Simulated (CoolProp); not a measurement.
Properties of isohexane along the isobar 15900 kPa.

Values from CoolProp's reference Helmholtz-energy equation of state, Lemmon 2006. It is a short technical equation, of lower accuracy than the large ones.

```
T (K)   phase  density (kg/m³)  Joule-Thomson coefficient (K/MPa)  isothermal compressibility (1/MPa)  expansivity (1/kK)
-----  ------  ---------------  ---------------------------------  ----------------------------------  ------------------
197.1  liquid            745.7                            -0.5767                           0.0006879               1.090
208.9  liquid            736.1                            -0.5638                           0.0007458               1.094
220.6  liquid            726.7                            -0.5497                           0.0008082               1.100
232.4  liquid            717.3                            -0.5344                           0.0008768               1.108
244.1  liquid            708.0                            -0.5184                           0.0009512               1.120
255.9  liquid            698.7                            -0.5017                            0.001033               1.133
267.6  liquid            689.4                            -0.4846                            0.001123               1.149
279.3  liquid            680.2                            -0.4670                                   ?               1.168
291.1  liquid                ?                                  ?                            0.001332               1.189
302.8  liquid            661.4                            -0.4306                            0.001452               1.213
314.6  liquid            651.9                            -0.4117                            0.001588               1.240
326.3  liquid            642.4                            -0.3924                            0.001738                   ?
338    liquid                ?                            -0.3725                            0.001906               1.301
349.8  liquid            623.1                            -0.3518                            0.002095               1.336
361.5  liquid            613.3                            -0.3304                            0.002307               1.374
373.3  liquid                ?                            -0.3079                            0.002548               1.416
```

Question: Fill in the missing entries.

Answer: 
- 279.3, isothermal compressibility (1/MPa): 0.001222
- 291.1, density (kg/m³): 670.8
- 291.1, Joule-Thomson coefficient (K/MPa): -0.4490
- 326.3, expansivity (1/kK): 1.269
- 338, density (kg/m³): 632.8
- 373.3, density (kg/m³): 603.2
